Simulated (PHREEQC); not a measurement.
**Spent oxide etchant (model solution)**

Dissolve 0.0083 mol/kgw NH4HF2, 0.047 mol/kgw H2SiF6 and 3.2e-05 mol/kgw HCl at 20 °C. Closed to the air; pH follows from the charge balance.

Computed with PHREEQC (ion-association model, wateq4f.dat).

| Item | Value |
|---|---|
| pH | 1.16 |
| ionic strength | 0.141 mol/kgw |
| total alkalinity | -290 meq/kg |

```
species  molality  activity   log γ
-------  --------  --------  ------
H+         0.0859    0.0698  -0.090
SiF6-2     0.0470    0.0159  -0.471
HF         0.0150    0.0155   0.014
NH4+      0.00830   0.00634  -0.117
H2F2     0.000724  0.000748   0.014
F-       0.000220  0.000162  -0.133
Cl-       3.20e-5   2.37e-5  -0.131
```

Precipitation was switched off in this run. Species that the database lacks are ignored. SiF6-2 is the database's only silicon fluoride.
